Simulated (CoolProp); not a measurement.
R11 at 298.15 K and 2.79 MPa flows at 16 m/s in a round tube of 20 mm bore and 45 µm roughness, fully developed (64/Re and Nu = 3.66 if laminar; Colebrook and Gnielinski if turbulent). Each further row changes one setting.

Values from CoolProp's reference Helmholtz-energy equation of state, Jacobsen 1992.

| case | Reynolds number | Darcy friction factor | pressure drop (Pa/m) | heat-transfer coefficient (W/(m² K)) | mass flow (kg/h) |
|---|---|---|---|---|---|
| as stated | 1060000 | 0.0243 | 231000 | 28800 | 26800 |
| velocity 32 m/s | 2130000 | 0.0243 | 921000 | 57500 | 53700 |
| diameter 40 mm | 2130000 | 0.0203 | 96600 | 25300 | 107000 |

Viscosity comes from a separate model (Klein 1997), an estimate that may be off by 10 % or more. Thermal conductivity comes from a separate model (McLinden 2000), an estimate that may be off by 10 % or more.
